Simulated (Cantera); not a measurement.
**Sublimation and decomposition of ceramics: SiO2 + Si + N2**

Feed: 1 mol SiO2, 0.13 mol Si, 1.9 mol N2, held at 7.50 Torr.

Cantera equilibrium calculation (NASA polynomials, part measured and part estimated; ideal gas, pure solids and liquids). Candidate condensed phases: Si, SiO2, Si2N2O, Si3N4; 16 gas species. N2 is the only nitrogen source here; it is nearly inert below about 1500 K, so the nitride shown seldom forms there in practice. Mutual solubility and eutectic melting of coexisting phases are not modelled. The tables hold silica as quartz up to 1696 K and as liquid above; real silica turns to tridymite and cristobalite and melts near 1996 K. Rates play no part.

```csv
T (°C),x N2,x SiO,x Si,x SiO2,x SiN,n SiO2(β-quartz),n Si2N2O(s),n SiO2(condensed)
1152,1.000,0.000124,1.65e-11,1.76e-11,2.96e-12,0.957,0.0866,0
1177,1.000,0.000258,5.02e-11,4.16e-11,8.05e-12,0.957,0.0865,0
1202,0.999,0.000522,1.48e-10,9.56e-11,2.11e-11,0.956,0.0864,0
1227,0.999,0.00103,4.18e-10,2.14e-10,5.37e-11,0.956,0.0860,0
1252,0.998,0.00200,1.15e-9,4.65e-10,1.32e-10,0.955,0.0855,0
1277,0.996,0.00378,3.04e-9,9.85e-10,3.17e-10,0.954,0.0844,0
1302,0.993,0.00700,7.81e-9,2.04e-9,7.37e-10,0.952,0.0824,0
1327,0.987,0.0127,1.95e-8,4.12e-9,1.67e-9,0.949,0.0788,0
1352,0.977,0.0228,4.76e-8,8.16e-9,3.70e-9,0.942,0.0725,0
1377,0.960,0.0401,1.13e-7,1.58e-8,7.98e-9,0.931,0.0611,0
1402,0.930,0.0696,2.66e-7,3.00e-8,1.69e-8,0.910,0.0403,0
1427,0.880,0.120,6.18e-7,5.58e-8,3.51e-8,0,0.000402,0.870
1452,0.880,0.120,4.95e-7,1.01e-7,2.59e-8,0,0,0.870
1477,0.880,0.120,3.96e-7,1.80e-7,1.92e-8,0,0,0.870
```
x: gas mole fraction; n: condensed amount in mol.

From 1152 °C to 1402 °C the condensed part is SiO2(β-quartz) + Si2N2O(s). At 1427 °C the condensed part is SiO2(condensed) + Si2N2O(s). From 1452 °C to 1477 °C the condensed part is SiO2(condensed). The main Si-bearing gas is SiO throughout.
